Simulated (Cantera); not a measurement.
A Cantera script and its output.

```python
import numpy as np
import cantera as ct

gas = ct.Solution("gri30.yaml")
gas.TPX = 575, 22000, {'CH3OH': 1, 'O2': 2.59, 'N2': 9.72, 'H2O': 1.1}
inlet = ct.Reservoir(gas, clone=True)
gas.equilibrate("HP")  # start burning
reactor = ct.IdealGasConstPressureReactor(gas, energy="on", clone=False)
exhaust = ct.Reservoir(gas, clone=True)
tau = [0.15, 0.05, 0.016, 0.0053, 0.0017, 0.00056, 0.00018, 5.9e-05, 1.9e-05, 6.3e-06][0]
for a, b in ((inlet, reactor), (reactor, exhaust)):
    ct.MassFlowController(a, b, mdot=lambda t: reactor.mass / tau)
net = ct.ReactorNet([reactor])
show = ['CH3OH', 'O2', 'H2O', 'CH3', 'CO2', 'C2H6']

rows = []
print(f"{'tau/s':>10s}{'T/K':>9s}" + "".join(f"{s:>11s}" for s in show))
for tau in [0.15, 0.05, 0.016, 0.0053, 0.0017, 0.00056, 0.00018, 5.9e-05, 1.9e-05, 6.3e-06]:
    net.initial_time = 0.0
    net.advance(30 * tau)
    before = gas.X
    net.advance(40 * tau)
    drift = np.max(np.abs(gas.X - before) / (gas.X + 1e-9))
    rows.append([gas.T, *gas[show].X, drift])
    print(f"{tau:10.3e}{gas.T:9.1f}" + "".join(f"{x:11.3e}" for x in gas[show].X))
```

Output:

```
     tau/s      T/K      CH3OH         O2        H2O        CH3        CO2       C2H6
 1.500e-01   1764.4  3.967e-06  7.287e-02  2.051e-01  4.137e-08  6.584e-02  1.030e-14
 5.000e-02   1744.4  7.988e-06  7.315e-02  2.036e-01  1.264e-07  6.479e-02  7.494e-14
 1.600e-02   1711.5  1.701e-05  7.385e-02  2.012e-01  4.461e-07  6.295e-02  7.767e-13
 5.300e-03   1666.5  3.874e-05  7.525e-02  1.984e-01  1.524e-06  6.000e-02  8.718e-12
 1.700e-03   1606.3  1.123e-04  7.849e-02  1.958e-01  5.314e-06  5.400e-02  1.325e-10
 5.600e-04    575.0  6.940e-02  1.797e-01  7.634e-02  2.753e-24 -9.953e-16 -3.192e-22
 1.800e-04    575.0  6.940e-02  1.797e-01  7.634e-02  8.959e-25 -4.479e-19 -1.437e-25
 5.900e-05    575.0  6.940e-02  1.797e-01  7.634e-02  3.323e-25 -2.829e-20 -9.075e-27
 1.900e-05    575.0  6.940e-02  1.797e-01  7.634e-02  1.099e-25 -1.787e-21 -5.732e-28
 6.300e-06    575.0  6.940e-02  1.797e-01  7.634e-02  3.643e-26 -1.129e-22 -3.621e-29
```

Computed with Cantera and GRI-Mech 3.0 (53 species, 325 reactions). GRI-Mech 3.0 was tuned for natural gas; its chemistry of methanol as a main component is partial and can be far from experiment.
